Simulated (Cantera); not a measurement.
**Hydrogen reduction and annealing atmospheres: Cr2O3 + H2**

A closed system holds: 1 mol Cr2O3, 87 mol H2, at 2048 K and 0.000790 bar.

Cantera equilibrium calculation (NASA polynomials, part measured and part estimated; ideal gas, pure solids and liquids). Candidate condensed phases: Cr, Cr2O3, H2O; 13 gas species. Equilibrium is a limit: real reactors are often held back by kinetics, nucleation or transport.

The x(H2) is 0.872, the x(H) is 0.0744 and the x(H2O) comes out as 0.0316. The x(Cr) is 0.0211. The x(CrO) is 0.000544, the x(OH) comes out as 0.000293 and the x(O) is 1.81e-5. The x(CrO2) is 6.98e-6 and the gas amount is 92.45 mol. The log10 activity of Cr(s) (absent) comes out as -2.06.
